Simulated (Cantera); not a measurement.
A Cantera script and what it prints.

```python
import numpy as np
import cantera as ct

gas_names = """
    CL CLO CL2 H HCL HOCL HO2 H2 H2O H2O2 O OH O2 O3 Si SiCL SiCL2 SiCL3 SiCL4 SiH SiHCL3 SiH2 SiH2CL2
    SiH3 SiH3CL SiH4 SiO SiO2 Si2 Si3
""".split()
cond_names = """
    H2O(s) H2O(L) Si(cr) Si(L) SiO2(Lqz) SiO2(hqz) SiO2(L)
""".split()


# ... load() reads the species with a 1 bar reference pressure and builds the phases ...
atoms = {
    'SiCl4': {'Si': 1, 'CL': 4},
    'O2': {'O': 2},
    'H2': {'H': 2},
}
top_T = {}  # K; cautious upper limits of use, not melting points


# ... equilibrate(T, P, feed) seeds the gas with the atoms and calls Mixture.equilibrate('TP', solver="vcs", rtol=1e-11, max_steps=5000) ...
results = []
feed = {'SiCl4': 1, 'O2': 2.9, 'H2': 25}  # mol
T = 1850  # K
P = 63000  # Pa
mix = equilibrate(T, P, feed)
results.append((T, P, feed, dict(zip(mix.species_names, mix.species_moles))))
print(gas.report(threshold=1e-06))
for i in range(1, mix.n_phases):
    print(f"{mix.phase(i).name:16s} {mix.phase_moles(i):12.5e} mol")
```

Output:

```
       temperature   1850 K
          pressure   63000 Pa
           density   0.038375 kg/m^3
  mean mol. weight   9.3694 kg/kmol
   phase of matter   gas

                          1 kg             1 kmol
                     ---------------   ---------------
          enthalpy        3.2464e+05        3.0417e+06  J
   internal energy       -1.3171e+06        -1.234e+07  J
           entropy             22997        2.1546e+05  J/K
    Gibbs function       -4.2219e+07       -3.9557e+08  J
 heat capacity c_p            3870.6             36265  J/K
 heat capacity c_v            2983.2             27951  J/K

                      mass frac. Y      mole frac. X     chem. pot. / RT
                     ---------------   ---------------   ---------------
                CL        0.00034262        9.0554e-05           -24.411
                 H        6.1551e-05        0.00057212           -10.019
               HCL            0.5759             0.148           -34.431
                H2           0.15289           0.71056           -20.039
               H2O           0.27058           0.14072           -45.278
                OH        1.5195e-05        8.3711e-06           -35.259
               SiO         0.0002134        4.5356e-05           -46.371
     [  +23 minor]        5.7816e-07        7.8409e-08

Si(L)             0.00000e+00 mol
SiO2(L)           9.98774e-01 mol
```

These are equilibrium values from Cantera (NASA tables, ideal gas, pure condensed phases), not measurements of a reactor. The tables hold silica as quartz up to 1696 K and as liquid above; real silica turns to tridymite and cristobalite and melts near 1996 K. Gases not in the tables: Si(OH)4.
